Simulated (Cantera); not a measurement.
Feed: 1 mol SiH4, 0.73 mol N2, 0.32 mol H2, held at 3.53 Torr.

Method: chemical equilibrium by Gibbs-energy minimisation in Cantera with the NASA 1993 tables (ideal gas, pure condensed phases). Candidate condensed phases: Si, Si3N4; 18 gas species. N2 is the only nitrogen source here; it is nearly inert below about 1500 K, so the nitride shown seldom forms there in practice. Rates play no part.

**Question.** At 1398 K, list the 3 most abundant gas species with their mole fractions, and the condensed phases.

**Answer.** H2 0.973, N2 0.0266, H 6.81e-5. Condensed: Si3N4(s).
